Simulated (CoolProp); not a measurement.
Vapour-liquid equilibrium of benzene (1) + m-xylene (2) at 0.105 MPa; x and y are mole fractions of (1).

Computed with CoolProp (multi-fluid Helmholtz-energy mixture model, Thol 2012 and Zhou 2012; pair parameters Bell 2016).

```csv
x,bubble temperature (K),y at the bubble point,dew temperature at overall composition x (K),liquid density (mol/L)
0.05,407.4,0.190,412.0,7.254
0.15,397.0,0.453,408.8,7.553
0.25,388.6,0.621,405.2,7.849
0.35,381.7,0.733,401.4,8.149
0.45,375.9,0.812,397.2,8.456
0.55,370.8,0.869,392.4,8.774
0.65,366.4,0.912,387.0,9.104
0.75,362.5,0.945,380.6,9.450
0.85,359.0,0.971,372.6,9.813
0.95,355.8,0.991,361.9,10.20
```

No azeotrope shows between x = 0.05 and 0.95.

The pair parameters rest on a limited set of measurements; away from them the model extrapolates.
